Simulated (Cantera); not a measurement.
Standard-state values (1 bar) from the NASA 1993 polynomials, evaluated with Cantera. Values are per mole of reaction as written; species without (g) are pure solids or liquids, kept so even where they would boil at 1 bar.

NO(g) + Cr2N ⇌ N2O(g) + 2 Cr

| T (K) | ΔH° (kJ) | ΔS° (J/K) | ΔG° (kJ) | log10 K |
|---|---|---|---|---|
| 500 | ___ | ___ | ___ | ___ |
| 575 | 113.3 | -14.5 | 121.7 | -11.05 |
| 650 | 112.8 | -15.4 | 122.8 | -9.87 |
| 725 | 112.3 | -16.1 | 124.0 | -8.93 |
| 800 | 111.9 | -16.7 | 125.2 | -8.18 |
| 875 | ___ | ___ | ___ | ___ |
| 950 | 110.9 | -17.8 | 127.8 | -7.03 |
| 1025 | 110.5 | -18.2 | 129.2 | -6.58 |
| 1100 | 110.1 | -18.5 | 130.5 | -6.20 |
| 1175 | 109.8 | -18.8 | 131.9 | -5.87 |

### Question
What belongs in the gaps?

### Answer

- 500, ΔH° (kJ): 113.9
- 500, ΔS° (J/K): -13.4
- 500, ΔG° (kJ): 120.6
- 500, log10 K: -12.60
- 875, ΔH° (kJ): 111.4
- 875, ΔS° (J/K): -17.3
- 875, ΔG° (kJ): 126.5
- 875, log10 K: -7.55
